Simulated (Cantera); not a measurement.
What does this Cantera script print?

```python
import numpy as np
import cantera as ct

gas_names = """
    O NbO2
""".split()
cond_names = """
    Nb2O5(s) Nb2O5(L)
""".split()


# ... load() reads the species with a 1 bar reference pressure and builds the phases ...
species = {s.name: s for s in load("nasa_gas.yaml", gas_names) + load("nasa_condensed.yaml", cond_names)}
# Each term lists the table entries of one substance; the one whose range holds T is used.
reactions = {
    'O(g) + 2 NbO2(g) = Nb2O5':
        [(-1, ['O']), (-2, ['NbO2']), (1, ['Nb2O5(s)', 'Nb2O5(L)'])],
}


def pick(names, T):
    return next(species[n] for n in names if species[n].thermo.min_temp <= T <= species[n].thermo.max_temp)


results = []
for label, terms in reactions.items():
    print(label)
    print("     T/K   dH/kJ  dS/(J/K)   dG/kJ   log10 K")
    for T in [300, 500, 600, 700, 800, 900, 1000]:
        used = [(nu, pick(names, T)) for nu, names in terms]
        dH = sum(nu * s.thermo.h(T) for nu, s in used) / 1e6
        dS = sum(nu * s.thermo.s(T) for nu, s in used) / 1e3
        dG = dH - T * dS / 1e3
        logK = -dG * 1e6 / (ct.gas_constant * T * np.log(10))
        results.append((label, T, dH, dS, dG, logK, [s.name for _, s in used]))
        print(f"{T:8g} {dH:8.1f} {dS:8.1f} {dG:8.1f} {logK:8.2f}")
```

Output:

```
O(g) + 2 NbO2(g) = Nb2O5
     T/K   dH/kJ  dS/(J/K)   dG/kJ   log10 K
     300  -1748.7   -569.4  -1577.9   274.73
     500  -1743.1   -555.3  -1465.4   153.09
     600  -1739.7   -549.2  -1410.2   122.77
     700  -1736.1   -543.5  -1355.6   101.15
     800  -1732.2   -538.3  -1301.5    84.98
     900  -1728.1   -533.5  -1247.9    72.43
    1000  -1723.8   -529.0  -1194.8    62.41
```

Cantera with NASA thermochemical tables; ideal gases at 1 bar, condensed phases pure. Condensed species are held in their standard states even where they would react or evaporate.
